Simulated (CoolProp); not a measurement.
The numbers come from the reference Helmholtz-energy equation of state, Akasaka 2024 in CoolProp.

Q: For R1132(E), give the phase and the cp (kJ/(kg K)), cv (kJ/(kg K)) at 375.2 K and 2.87 MPa; 383.5 K and 2.87 MPa.

A: 
- 375.2 K and 2.87 MPa: gas; cp 1.29, cv 0.995
- 383.5 K and 2.87 MPa: gas; cp 1.28, cv 1.00
